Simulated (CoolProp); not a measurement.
Ethylbenzene along the isobar 19.3 bar: Z from the reference equation and from simpler models built on Tc = 344.0 °C, pc = 36.22 bar, ω = 0.304; each cubic takes its own stable root.

Values from CoolProp's reference Helmholtz-energy equation of state, Zhou 2012.

```
T (°C)   phase  reference  Soave-Redlich-Kwong  Peng-Robinson
------  ------  ---------  -------------------  -------------
-32.95  liquid     0.1123               0.1302         0.1162
-20.65  liquid          ?               0.1248         0.1113
-8.45   liquid     0.1043                    ?         0.1070
3.75    liquid          ?                    ?         0.1031
16.05   liquid    0.09776               0.1118        0.09954
28.25   liquid    0.09495               0.1083        0.09636
40.45   liquid          ?               0.1051        0.09347
52.75   liquid    0.09005               0.1022        0.09084
64.95   liquid    0.08793              0.09959        0.08847
77.25   liquid    0.08598              0.09722        0.08632
89.45   liquid    0.08422              0.09511        0.08439
```

Problem. Fill in the missing entries.

Solution. 
- -20.65, reference: 0.1081
- -8.45, Soave-Redlich-Kwong: 0.1200
- 3.75, reference: 0.1009
- 3.75, Soave-Redlich-Kwong: 0.1157
- 40.45, reference: 0.09240
